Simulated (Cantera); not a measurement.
An isothermal, constant-pressure homogeneous reactor starts with C2H6 : N2 = 1 : 6.7 (molar parts), at 1425 K and 0.000266 atm.

Cantera simulation using GRI-Mech 3.0 (53 species, 325 reactions); the numbers are that mechanism's predictions, not measurements. GRI-Mech 3.0 stops at C3 and has no aromatics, soot or wall deposition, so with more carbon than oxygen in the feed, carbon stays in small species such as C2H2 where larger ones or solid carbon would form. Radical loss at walls, strong at low pressure, is not modelled.

Q: Predict: x(C2H6) at 7.00 s; x(H) at 7.00 s; x(C2H) at 7.00 s; x(C2H2) at 7.00 s; x(CH3) at 7.00 s; x(CH2) at 7.00 s.

A: 
```
Item                                                  Value
-----------------  ----------------------------------------
x(C2H6) at 7.00 s  3.75e-6 (gas-phase equilibrium 1.77e-12)
x(H) at 7.00 s     4.47e-5 (gas-phase equilibrium 0.000190)
x(C2H) at 7.00 s    2.85e-8 (gas-phase equilibrium 6.19e-8)
x(C2H2) at 7.00 s     0.0757 (gas-phase equilibrium 0.0583)
x(CH3) at 7.00 s   0.000305 (gas-phase equilibrium 2.24e-7)
x(CH2) at 7.00 s   6.59e-8 (gas-phase equilibrium 1.54e-10)
```
